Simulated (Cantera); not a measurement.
Feed: 1 mol SiC, 0.0047 mol O₂, 250 mol N₂, at 1298.15 K and 270 Torr.

Method: chemical equilibrium by Gibbs-energy minimisation in Cantera with the NASA 1993 tables (ideal gas, pure condensed phases). Candidate condensed phases: C, Si, SiC, SiO₂, Si₂N₂O, Si₃N₄; 34 gas species. N₂ is the only nitrogen source here; it is nearly inert below about 1500 K, so the nitride shown seldom forms there in practice. Mutual solubility and eutectic melting of coexisting phases are not modelled. Rates play no part.

Base state: N₂ 1.000 (mole fractions); condensed: C(graphite) + Si₂N₂O(s) + Si₃N₄(s).

Question: What changes in the equilibrium state with this change: temperature from 1298.15 K to 2175 K?

Answer: 
| species | before | after |
|---|---|---|
| N₂ | 1.000 | 1.000 |
| Si | <1e-9 | 7.96e-5 |
| CO | 2.96e-6 | 3.71e-5 |
| C(graphite), mol | 0.999 | 0.00670 |
| Si₂N₂O(s), mol | 0.00866 | 0 |
| Si₃N₄(s), mol | 0.328 | 0 |
| SiC(s), mol | 0 | 0.973 |

Question: What changes in the equilibrium state with this change: SiC replaced by Si₃N₄?

Answer: 
| species | before | after |
|---|---|---|
| N₂ | 1.000 | 1.00 |
| C(graphite), mol | 0.999 | 0 |
| Si₂N₂O(s), mol | 0.00866 | 0.00940 |
| Si₃N₄(s), mol | 0.328 | 0.994 |
